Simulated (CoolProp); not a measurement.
A closed Brayton cycle with nitrogen: compressor inlet 307.15 K and 6.3 MPa, high pressure 20.8 MPa, turbine inlet 770 K, compressor efficiency 0.85, turbine efficiency 0.9, recuperator effectiveness 0.95 (on enthalpy, no pinch check). Each further row changes one setting.

The numbers come from the reference Helmholtz-energy equation of state, Span 2000 in CoolProp.

| case | thermal efficiency (%) | net work (kJ/kg) | compressor to turbine work | compressor exit (K) | turbine exit (K) |
|---|---|---|---|---|---|
| as stated | 26.3 | 60.8 | 0.72 | 456.2 | 576.9 |
| turbine inlet 720 K | 21.6 | 46.4 | 0.78 | 456.2 | (withheld) |
| compressor inlet 317.15 K | 24.0 | (withheld) | (withheld) | 470.9 | 576.9 |
| high pressure 17.7 MPa | 28.9 | 60.1 | (withheld) | 433.0 | (withheld) |
| recuperator effectiveness 0.5 | 20.9 | 60.8 | 0.72 | 456.2 | 576.9 |

### Question
Fill in the missing entries.

### Answer

- turbine inlet 720 K, turbine exit (K): 537.7
- compressor inlet 317.15 K, net work (kJ/kg): 55.3
- compressor inlet 317.15 K, compressor to turbine work: 0.75
- high pressure 17.7 MPa, compressor to turbine work: 0.69
- high pressure 17.7 MPa, turbine exit (K): 599.9
